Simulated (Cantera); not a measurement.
An adiabatic, constant-volume homogeneous reactor starts with H2 : O2 : N2 : H2O = 1 : 0.312 : 1.17 : 0.12 (molar parts), equivalence ratio 1.6, at 1425 K and 5.00 bar. Integrator tolerance rtol = 1e-08.

Cantera simulation using GRI-Mech 3.0 (53 species, 325 reactions); the numbers are that mechanism's predictions, not measurements. The hydrogen kinetics of GRI-Mech 3.0 are dated; newer H2 mechanisms differ, most at raised pressure. Above 3000 K some thermodynamic fits are extrapolated.

Q: What does this change do: constant pressure in place of constant volume?

A: 
| quantity | before | after |
|---|---|---|
| time of steepest temperature rise | 4.10 µs | 4.21 µs |
| temperature at 9.00 s | 3065 K | 2869 K |
| equilibrium temperature | 3065 K | 2869 K |
| x(H2) at 9.00 s | 0.162 (gas-phase equilibrium 0.162) | 0.161 (gas-phase equilibrium 0.161) |
| x(O2) at 9.00 s | 0.00106 (gas-phase equilibrium 0.00106) | 0.000580 (gas-phase equilibrium 0.000580) |
| x(H2O) at 9.00 s | 0.295 (gas-phase equilibrium 0.295) | 0.305 (gas-phase equilibrium 0.305) |
| x(H2O2) at 9.00 s | 5.70e-7 (gas-phase equilibrium 5.70e-7) | 2.32e-7 (gas-phase equilibrium 2.32e-7) |
| x(OH) at 9.00 s | 0.0158 (gas-phase equilibrium 0.0158) | 0.0106 (gas-phase equilibrium 0.0106) |
| x(NO) at 9.00 s | 0.00292 (gas-phase equilibrium 0.00292) | 0.00170 (gas-phase equilibrium 0.00170) |

Q: What does this change do: initial temperature 1425 to 1175 K?

A: 
```tsv
quantity	before	after
time of steepest temperature rise	4.10 µs	93.8 µs
temperature at 9.00 s	3065 K	2975 K
equilibrium temperature	3065 K	2975 K
x(H2) at 9.00 s	0.162 (gas-phase equilibrium 0.162)	0.162 (gas-phase equilibrium 0.162)
x(O2) at 9.00 s	0.00106 (gas-phase equilibrium 0.00106)	0.000540 (gas-phase equilibrium 0.000540)
x(H2O) at 9.00 s	0.295 (gas-phase equilibrium 0.295)	0.305 (gas-phase equilibrium 0.305)
x(H2O2) at 9.00 s	5.70e-7 (gas-phase equilibrium 5.70e-7)	3.98e-7 (gas-phase equilibrium 3.98e-7)
x(OH) at 9.00 s	0.0158 (gas-phase equilibrium 0.0158)	0.0108 (gas-phase equilibrium 0.0108)
x(NO) at 9.00 s	0.00292 (gas-phase equilibrium 0.00292)	0.00188 (gas-phase equilibrium 0.00188)
```
